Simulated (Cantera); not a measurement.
Charge: 1 mol HMDSO, 4 mol H2O, 13 mol H2, equilibrated at 675 °C and 1.00 bar.

Cantera equilibrium calculation (NASA polynomials, part measured and part estimated; ideal gas, pure solids and liquids). The feed counts by its element totals alone. The numbers say what is thermodynamically allowed, not how fast it happens.

```
species                before     after
-------------------  --------  --------
H2                      0.838     0.963
CO                     0.0223    0.0370
CH4                     0.121  0.000115
H2O                    0.0181   2.49e-5
CO2                  0.000874   1.73e-6
C(graphite), mol         2.59      5.00
SiO2(β-quartz), mol      2.00      2.00
```
Gas species are given as mole fractions.

Problem. What was changed between the two runs?
A. pressure from 1.00 bar to 72.0 Pa
B. H2 from 13 to 0.96 mol
C. temperature from 675 °C to 1652 °C
D. pressure from 1.00 bar to 0.100 bar

Solution. A, pressure from 1.00 bar to 72.0 Pa
